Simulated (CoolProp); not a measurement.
Vapour-liquid equilibrium of R113 (1) + acetone (2) at 286.4 K; x and y are mole fractions of (1).

The numbers come from the multi-fluid Helmholtz-energy mixture model, Marx 1992 and Lemmon 2006; pair parameters Bell 2016 in CoolProp.

Q: Give the bubble pressure and the first vapour's composition at x = 0.35, 0.425, 0.8. Is there an azeotrope?

A: x = 0.35: 29.07 kPa, y = 0.537; x = 0.425: 29.87 kPa, y = 0.576; x = 0.8: 30.77 kPa, y = 0.756. y crosses x between x = 0.65 and 0.725: the model has an azeotrope there.

The pair parameters rest on a limited set of measurements; away from them the model extrapolates.
